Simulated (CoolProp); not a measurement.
Properties of isohexane at several states (Tc = 224.6 °C, pc = 3.043 MPa, ω = 0.280).

Values from CoolProp's reference Helmholtz-energy equation of state, Lemmon 2006. It is a short technical equation, of lower accuracy than the large ones.

```
T (°C)  p (MPa)   phase  cp (kJ/(kg K))  speed of sound (m/s)  isothermal compressibility (1/MPa)  expansivity (1/kK)  fugacity coefficient
------  -------  ------  --------------  --------------------  ----------------------------------  ------------------  --------------------
202.15    0.876     gas           2.582                 191.7                               1.334               3.370                0.8846
-0.85      1.09  liquid           2.114                  1169                            0.001414               1.307              0.008299
162.05     10.8  liquid           2.861                 637.1                            0.005736               1.986                0.1300
173.05   0.0627     gas           2.339                 209.9                               16.12               2.323                0.9897
-68.15    0.233  liquid           1.856                  1494                           0.0008241               1.180             0.0002946
78.85     0.164     gas           1.978                 177.9                               6.559               3.608                0.9384
```
